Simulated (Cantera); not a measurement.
An isothermal, constant-pressure homogeneous reactor starts with CH₄ : H₂ : H : H₂O = 0.04 : 1 : 0.02 : 0.017 (molar parts), at 1475 K and 0.133 bar.

Cantera simulation using GRI-Mech 3.0 (53 species, 325 reactions); the numbers are that mechanism's predictions, not measurements. GRI-Mech 3.0 stops at C3 and has no aromatics, soot or wall deposition, so with more carbon than oxygen in the feed, carbon stays in small species such as C2H2 where larger ones or solid carbon would form.

x: mole fraction; the columns are a selection and need not sum to one.

```tsv
t (s)	x CH₄	x H₂	x H	x C₂H₂	x CH₂	x C₂H₆
3.00e-5	0.0316	0.940	?	2.94e-5	8.08e-6	0.000345
6.63e-5	0.0330	0.943	?	6.97e-5	4.52e-6	0.000320
0.000147	0.0342	0.945	?	0.000136	1.88e-6	0.000209
0.000324	0.0350	0.946	?	0.000223	6.04e-7	0.000115
0.000717	0.0353	0.947	?	0.000319	1.61e-7	5.79e-5
0.00158	0.0354	0.947	?	0.000416	3.86e-8	2.78e-5
0.00350	0.0354	0.948	?	0.000509	9.13e-9	1.25e-5
0.00775	0.0354	0.948	?	0.000598	2.40e-9	5.35e-6
0.0171	0.0354	0.948	?	0.000687	9.03e-10	2.50e-6
0.0379	0.0354	0.948	3.16e-5	0.000791	6.30e-10	1.76e-6
0.0837	0.0353	0.948	3.11e-5	0.000904	6.11e-10	1.64e-6
0.185	0.0352	0.948	3.11e-5	0.000997	6.09e-10	1.60e-6
0.409	0.0350	0.948	3.11e-5	0.00112	6.06e-10	1.58e-6
0.905	0.0345	0.948	3.12e-5	0.00136	6.00e-10	1.55e-6
2.00	0.0333	0.949	3.14e-5	0.00188	5.87e-10	1.47e-6
```

Some entries are withheld; supply them.


- 3.00e-5, x H: 0.00694
- 6.63e-5, x H: 0.00429
- 0.000147, x H: 0.00233
- 0.000324, x H: 0.00115
- 0.000717, x H: 0.000548
- 0.00158, x H: 0.000257
- 0.00350, x H: 0.000122
- 0.00775, x H: 6.19e-5
- 0.0171, x H: 3.78e-5
